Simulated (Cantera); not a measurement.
Charge: 1 mol MgO, 0.014 mol C, 2 mol H₂, at 2448 K and 1.00 bar.

Method: chemical equilibrium by Gibbs-energy minimisation in Cantera with the NASA 1993 tables (ideal gas, pure condensed phases). Candidate condensed phases: C, C₆H₆, C₇H₈, C₈H₁₈, H₂O, Mg, MgCO₃, MgO, Mg(OH)₂; 116 gas species. The tables' values for MgH are old estimates; treat these amounts as uncertain. The numbers say what is thermodynamically allowed, not how fast it happens.

Base state: H₂ 0.875, Mg 0.0519, H₂O 0.0461, H 0.0186, CO 0.00646, MgH 0.000945, MgOH 0.000853, OH 0.000191 (mole fractions); condensed: MgO(s).

Question: What changes in the equilibrium state with this change: C from 0.014 to 0.0034 mol?

Answer: 
| species | before | after |
|---|---|---|
| H₂ | 0.875 | 0.880 |
| Mg | 0.0519 | 0.0495 |
| H₂O | 0.0461 | 0.0486 |
| CO | 0.00646 | 0.00158 |
| H | 0.0186 | 0.0187 |
| CO₂ | 5.62e-5 | 1.44e-5 |
| Mg(OH)₂ | 3.34e-5 | 3.52e-5 |
| OH | 0.000191 | 0.000201 |
| MgO(s), mol | 0.885 | 0.891 |
